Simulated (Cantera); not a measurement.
Standard-state values (1 bar) from the NASA 1993 polynomials, evaluated with Cantera. Values are per mole of reaction as written; species without (g) are pure solids or liquids, kept so even where they would boil at 1 bar.

3 Pb(g) + O3(g) → 3 PbO, with ΔH° = -1385.6 kJ and ΔS° = -565.9 J/K at 300 K.

Q: How far is the shortcut ΔG° ≈ ΔH°(300 K) − T·ΔS°(300 K) from the full temperature-dependent value at 475, 575, 675, 775, 875, 975, 1075, 1175, 1275, 1375, 1475 K?

A: 
```tsv
T (K)	shortcut (kJ)	full (kJ)	difference (kJ)	difference in log10 K	condensed phases
475	-1116.7	-1118.5	1.8	-0.20	PbO(red)
575	-1060.1	-1064.4	4.3	-0.39	PbO(red)
675	-1003.6	-1011.2	7.7	-0.59	PbO(red)
775	-947.0	-958.8	11.9	-0.80	PbO(yellow)
875	-890.4	-907.2	16.8	-1.00	PbO(yellow)
975	-833.8	-856.1	22.3	-1.20	PbO(yellow)
1075	-777.2	-805.6	28.4	-1.38	PbO(yellow)
1175	-720.6	-756.7	36.1	-1.61	PbO(l)
1275	-664.0	-714.0	50.0	-2.05	PbO(l)
1375	-607.4	-671.8	64.4	-2.45	PbO(l)
1475	-550.8	-630.2	79.4	-2.81	PbO(l)
```
The shortcut ignores heat capacities and the phase changes listed.
